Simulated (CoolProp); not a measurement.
Vapour-liquid equilibrium of benzene (1) + n-heptane (2) at 299.6 K; x and y are mole fractions of (1).

Computed with CoolProp (multi-fluid Helmholtz-energy mixture model, Thol 2012 and Span 2003; pair parameters Bell 2016).

| x | bubble pressure, mixture model (bar) | bubble pressure, Raoult's law (bar) | y, mixture model | y, Raoult's law |
|---|---|---|---|---|
| 0.05 | 0.07197 | 0.06896 | 0.135 | 0.098 |
| 0.125 | ? | 0.07423 | 0.294 | 0.228 |
| 0.2 | 0.09020 | 0.07950 | ? | 0.341 |
| 0.275 | 0.09812 | 0.08476 | 0.506 | 0.440 |
| 0.35 | 0.1051 | 0.09003 | 0.579 | 0.527 |
| 0.425 | ? | 0.09530 | 0.639 | 0.605 |
| 0.5 | 0.1164 | 0.1006 | 0.689 | 0.675 |
| 0.575 | 0.1209 | 0.1058 | ? | 0.737 |
| 0.65 | 0.1248 | 0.1111 | 0.774 | 0.794 |
| 0.725 | ? | 0.1164 | ? | 0.845 |
| 0.8 | 0.1310 | 0.1216 | ? | 0.892 |
| 0.875 | 0.1333 | 0.1269 | 0.902 | 0.936 |
| 0.95 | 0.1350 | 0.1322 | 0.957 | 0.975 |

Fill in the missing entries.


- 0.125, bubble pressure, mixture model (bar): 0.08142
- 0.2, y, mixture model: 0.414
- 0.425, bubble pressure, mixture model (bar): 0.1112
- 0.575, y, mixture model: 0.733
- 0.725, bubble pressure, mixture model (bar): 0.1281
- 0.725, y, mixture model: 0.814
- 0.8, y, mixture model: 0.856

The largest gap from Raoult's law is +16.7 % in bubble pressure, at x = 0.35. No azeotrope shows between x = 0.05 and 0.95.

Pair parameters are fitted to limited data, so mixtures are less certain than the pure fluids.
